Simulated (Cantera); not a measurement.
# V + N2O + H2 (tantalum, niobium, vanadium and zirconium in process gases)

Feed: 1 mol V, a varied amount of N2O, 7.3 mol H2, equilibrated at 2323 K and 0.00330 bar.

Method: chemical equilibrium by Gibbs-energy minimisation in Cantera with the NASA 1993 tables (ideal gas, pure condensed phases). Candidate condensed phases: H2O, V, VN, VO, V2O3, V2O4, V2O5; 28 gas species. Each liquid is taken as pure. Mutual solubility and eutectic melting of coexisting phases are not modelled. VO: taken at fixed stoichiometry. Condensed phases not in the tables: V2N, N, O or C dissolved in the metal. Kinetics and transport are ignored.

```csv
n(N2O) (mol),log p H2,log p N2,log p H2O,log p H,log p VO2,log p O2,log p V,log p OH,log p VO,log p O,n V(l),n VO(l)
0.36,-2.62,-3.88,-5.65,-3.27,-5.06,-11.30,-3.85,-7.08,-4.01,-7.90,0.284,0.0400
0.59,-2.63,-3.68,-5.66,-3.28,-5.06,-11.30,-3.85,-7.08,-4.01,-7.90,0.0433,0.261
0.98,-2.64,-3.47,-5.15,-3.29,-4.54,-10.27,-4.37,-6.57,-4.01,-7.38,0,0.515
1.6,-2.70,-3.30,-4.46,-3.31,-3.80,-8.78,-5.11,-5.85,-4.01,-6.64,0,0.159
2.7,-2.79,-3.12,-3.69,-3.36,-3.59,-7.04,-6.64,-5.03,-4.67,-5.77,0,0
4.4,-2.98,-2.97,-3.26,-3.45,-3.62,-5.81,-7.90,-4.51,-5.32,-5.15,0,0
7.3,-3.38,-2.84,-3.05,-3.66,-3.71,-4.59,-9.21,-4.10,-6.02,-4.54,0,0
12,-3.89,-2.77,-3.11,-3.91,-3.85,-3.69,-10.25,-3.90,-6.61,-4.09,0,0
```
log p: log10 of the partial pressure in bar; n: condensed amount in mol.

From 0.36 mol N2O to 0.59 mol N2O the condensed part is V(l) + VO(l). From 0.98 mol N2O to 1.6 mol N2O the condensed part is VO(l). From 2.7 mol N2O to 12 mol N2O nothing is condensed. The main V-bearing gas is V at 0.36 mol N2O and VO2 at 12 mol N2O.
